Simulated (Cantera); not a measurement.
An adiabatic, constant-volume homogeneous reactor starts with H2 : O2 : N2 : H2O = 1 : 1.25 : 4.7 : 0.91 (molar parts), equivalence ratio 0.40, at 1800 K and 760 Torr. Integrator tolerance rtol = 1e-08.

Computed with Cantera and GRI-Mech 3.0 (53 species, 325 reactions).

Problem. What does this change do: O2 1.25 to 0.96 parts?

Solution. 
```json
[
 {"quantity": "time of steepest temperature rise", "before": "8.41 µs", "after": "9.33 µs"},
 {"quantity": "temperature at 0.300 s", "before": "2570 K", "after": "2595 K"},
 {"quantity": "equilibrium temperature", "before": "2570 K", "after": "2595 K"},
 {"quantity": "x(H2) at 0.300 s", "before": "0.00570 (gas-phase equilibrium 0.00570)", "after": "0.00831 (gas-phase equilibrium 0.00831)"},
 {"quantity": "x(O2) at 0.300 s", "before": "0.0888 (gas-phase equilibrium 0.0888)", "after": "0.0554 (gas-phase equilibrium 0.0554)"},
 {"quantity": "x(H2O) at 0.300 s", "before": "0.239 (gas-phase equilibrium 0.239)", "after": "0.247 (gas-phase equilibrium 0.247)"},
 {"quantity": "x(NO2) at 0.300 s", "before": "9.46e-6 (gas-phase equilibrium 9.46e-6)", "after": "6.16e-6 (gas-phase equilibrium 6.16e-6)"},
 {"quantity": "x(NO) at 0.300 s", "before": "0.0150 (gas-phase equilibrium 0.0150)", "after": "0.0126 (gas-phase equilibrium 0.0126)"},
 {"quantity": "x(OH) at 0.300 s", "before": "0.0207 (gas-phase equilibrium 0.0207)", "after": "0.0200 (gas-phase equilibrium 0.0200)"}
]
```

Problem. What does this change do: H2O 0.91 to 2.6 parts?

Solution. 
```tsv
quantity	before	after
time of steepest temperature rise	8.41 µs	10.4 µs
temperature at 0.300 s	2570 K	2420 K
equilibrium temperature	2570 K	2420 K
x(H2) at 0.300 s	0.00570 (gas-phase equilibrium 0.00570)	0.00489 (gas-phase equilibrium 0.00489)
x(O2) at 0.300 s	0.0888 (gas-phase equilibrium 0.0888)	0.0750 (gas-phase equilibrium 0.0750)
x(H2O) at 0.300 s	0.239 (gas-phase equilibrium 0.239)	0.381 (gas-phase equilibrium 0.381)
x(NO2) at 0.300 s	9.46e-6 (gas-phase equilibrium 9.46e-6)	6.33e-6 (gas-phase equilibrium 6.33e-6)
x(NO) at 0.300 s	0.0150 (gas-phase equilibrium 0.0150)	0.00959 (gas-phase equilibrium 0.00959)
x(OH) at 0.300 s	0.0207 (gas-phase equilibrium 0.0207)	0.0158 (gas-phase equilibrium 0.0158)
```
